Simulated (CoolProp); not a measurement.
Saturation properties of carbon monoxide.

The numbers come from the reference Helmholtz-energy equation of state, Lemmon 2006 in CoolProp. It is a short technical equation, of lower accuracy than the large ones.

| T (°C) | p (MPa) | vapour density (kg/m³) | liquid cp (kJ/(kg K)) |
|---|---|---|---|
| -191.85 | 0.09748 | 4.208 | 2.145 |
| -189.15 | 0.1315 | 5.549 | 2.154 |
| -186.55 | 0.1721 | 7.122 | 2.166 |
| -183.85 | 0.2235 | [?] | [?] |
| -181.25 | 0.2831 | 11.35 | [?] |
| -178.55 | 0.3566 | 14.12 | 2.231 |
| -175.85 | 0.4433 | 17.38 | [?] |
| -173.25 | 0.5404 | 21.05 | 2.304 |
| -170.55 | [?] | 25.49 | 2.354 |
| -167.95 | 0.7846 | 30.45 | 2.413 |
| -165.25 | 0.9356 | 36.42 | 2.487 |
| -162.65 | 1.100 | 43.11 | 2.577 |
| -159.95 | 1.291 | 51.20 | 2.695 |
| -157.25 | 1.505 | 60.72 | 2.850 |
| -154.65 | 1.734 | 71.57 | 3.051 |

Problem. Fill in the missing entries.

Solution. 
- -183.85, vapour density (kg/m³): 9.089
- -183.85, liquid cp (kJ/(kg K)): 2.183
- -181.25, liquid cp (kJ/(kg K)): 2.204
- -175.85, liquid cp (kJ/(kg K)): 2.265
- -170.55, p (MPa): 0.6566

It boils at -191.5 °C under 1 atm.
